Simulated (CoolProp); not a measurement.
Vinyl chloride at several states: fugacity coefficient from the reference equation and from simpler models built on Tc = 425.0 K, pc = 5.600 MPa, ω = 0.160; each cubic takes its own stable root.

Model: reference Helmholtz-energy equation of state, Thol 2022, in CoolProp.

```
T (K)  p (MPa)   phase  reference  van der Waals  Redlich-Kwong  Soave-Redlich-Kwong  Peng-Robinson
-----  -------  ------  ---------  -------------  -------------  -------------------  -------------
290.7   0.0357     gas     0.9931         0.9954         0.9938               0.9934         0.9931
199.5   0.0254  liquid     0.1395         0.9925         0.1981               0.1421         0.1561
267.6    0.319  liquid     0.4284         0.9507         0.5647               0.4261         0.4304
151.4   0.0243  liquid  0.0008729         0.4250       0.001062             0.001091       0.001394
313.4     2.02  liquid     0.2839         0.6220         0.3444               0.2868         0.2822
```

At some of these states van der Waals gives the other phase, because its saturation line lies elsewhere.
